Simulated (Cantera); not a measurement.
Charge: 1 mol B2H6, 0.14 mol O2, equilibrated at 1173.15 K and 1500 Pa.

Method: chemical equilibrium by Gibbs-energy minimisation in Cantera with the NASA 1993 tables (ideal gas, pure condensed phases). Candidate condensed phases: B, B2O3, B3O3H3, H2O; 23 gas species. The feed counts by its element totals alone. Mutual solubility and eutectic melting of coexisting phases are not modelled. The numbers say what is thermodynamically allowed, not how fast it happens.

Base state: H2 0.999, B3O3H3 0.000831, HBO 0.000300 (mole fractions); condensed: B(s) + B2O3(l).

Q: What changes in the equilibrium state with this change: pressure from 1500 Pa to 100000 Pa?

A: 
```
species         before    after
------------  --------  -------
H2               0.999    0.993
B3O3H3        0.000831  0.00673
HBO           0.000300  3.67e-5
B(s), mol         1.81     1.79
B2O3(l), mol    0.0905   0.0732
```

Q: What changes in the equilibrium state with this change: 0.11 mol Cl2 added?

A: 
```csv
species,before,after
H2,0.999,0.933
HCl,0,0.0640
BCl3,0,0.00177
B3O3Cl3,0,0.000477
BOCl,0,4.07e-5
B3O3H3,0.000831,0.000750
HBO,0.000300,0.000290
"B(s), mol",1.81,1.80
"B2O3(l), mol",0.0905,0.0892
```
The tables' values for BOCl are old estimates; treat these amounts as uncertain. Gases not in the tables: BHCl2.
